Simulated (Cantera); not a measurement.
A perfectly stirred reactor is fed with H₂ : O₂ = 0.095 : 1 (molar parts), equivalence ratio 0.048, at 0.00395 atm; it is held at 1425 K, and followed from long to short residence time.

Cantera simulation using the H2/O2 subset of GRI-Mech 3.0, which has no nitrogen chemistry; the numbers are that mechanism's predictions, not measurements. Radical loss at walls, strong at low pressure, is not modelled. The temperature is held fixed by assumption; the heat of reaction is taken as removed at once.

Question: What does this change do: pressure from 0.00395 atm to 0.00227 atm?

Answer: 
| quantity | before | after |
|---|---|---|
| x(H₂) at τ = 7.30 s | 0.000384 | 0.000715 |
| x(O₂) at τ = 7.30 s | 0.899 | 0.891 |
| x(H₂O₂) at τ = 7.30 s | 1.51e-8 | 1.13e-8 |
| x(H₂O) at τ = 7.30 s | 0.0873 | 0.0851 |
| x(OH) at τ = 7.30 s | 0.00413 | 0.00566 |
| x(H₂) at τ = 62.0 ms | 0.00256 | 0.00297 |
| x(O₂) at τ = 62.0 ms | 0.851 | 0.847 |
| x(H₂O₂) at τ = 62.0 ms | 2.63e-8 | 1.56e-8 |
| x(H₂O) at τ = 62.0 ms | 0.0733 | 0.0717 |
| x(OH) at τ = 62.0 ms | 0.00984 | 0.0102 |
